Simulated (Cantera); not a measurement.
Catalytic stagnation flow on Pt

A jet of 1.25 % CH4, 9.08 % O2, 89.7 % N2, equivalence ratio 0.27 at 300 K and 6100 Pa hits a platinum plate 3.8 cm away at a mass flux of 0.04 kg/m²/s; the plate temperature is set and raised in steps from an oxygen-covered start.

Computed with Cantera and Deutschmann's 1995 Pt surface mechanism with GRI-Mech 3.0 gas chemistry. Catalytic surfaces can have several steady states; this one follows from the mechanism file's or the stated starting coverage.

| plate T (K) | wall x CH4 | wall x O2 | wall x H2O | wall x OH | wall x CO | wall x CO2 | θ free Pt | θ O* |
|---|---|---|---|---|---|---|---|---|
| 850 | 0.0100 | 0.0856 | 0.00462 | <1e-8 | 2.92e-6 | 0.00301 | 0.167 | 0.832 |
| 900 | 0.00822 | 0.0818 | 0.00796 | 2.04e-8 | 3.42e-6 | 0.00519 | 0.234 | 0.765 |
| 950 | 0.00648 | 0.0781 | 0.0112 | 6.64e-8 | 3.73e-6 | 0.00729 | 0.306 | 0.694 |
| 1000 | 0.00506 | 0.0751 | 0.0138 | 1.82e-7 | 3.97e-6 | 0.00900 | 0.378 | 0.621 |
| 1050 | 0.00401 | 0.0729 | 0.0157 | 4.42e-7 | 4.20e-6 | 0.0103 | 0.450 | 0.550 |
| 1100 | 0.00324 | 0.0713 | 0.0171 | 9.66e-7 | 4.51e-6 | 0.0112 | 0.518 | 0.481 |
x: mole fraction at the wall; θ: surface coverage.
